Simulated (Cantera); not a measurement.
Charge: 1 mol C3H6, 2.2 mol H2, 3.2 mol N2, held at 2275 °C and 120 Pa.

These are equilibrium values from Cantera (NASA tables, ideal gas, pure condensed phases), not measurements of a reactor. Candidate condensed phases: C, C6H6, C7H8, C8H18; 92 gas species. The numbers say what is thermodynamically allowed, not how fast it happens.

Task: What is the equilibrium state?

Result: 
| Property | Value |
|---|---|
| x(H) | 0.442 |
| x(N2) | 0.283 |
| x(H2) | 0.245 |
| x(HCN) | 0.0210 |
| x(C2H2 (acetylene)) | 0.00323 |
| x(HNC) | 0.00259 |
| x(CN) | 0.00234 |
| x(C3) | 0.000863 |
| x(C2H) | 0.000463 |
| n(C(graphite)) | 2.61 mol |
| gas amount | 10.82 mol |
